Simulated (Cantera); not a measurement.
A freely propagating, adiabatic, planar premixed flame of 18.1 % H2, 17.8 % O2, 64.1 % N2, unburnt at 475 K and 100.0 Torr; mixture-averaged transport, grid criteria slope 0.08 and curve 0.16, no radiation.

Model: the H2/O2 subset of GRI-Mech 3.0, which has no nitrogen chemistry, integrated in Cantera. Burning velocities carry a grid error of a few per cent, more on coarse grids. Lean hydrogen flames are cellular in practice and burn faster than this planar one.

Question: Predict: laminar burning velocity; thermal thickness; peak x(O); peak x(H2O2); peak x(OH); peak x(H).

Answer: 
* **laminar burning velocity**: 224 cm/s
* **thermal thickness**: 5.29 mm
* **peak x(O)**: 0.0127
* **peak x(H2O2)**: 7.95e-6
* **peak x(OH)**: 0.00851
* **peak x(H)**: 0.0276
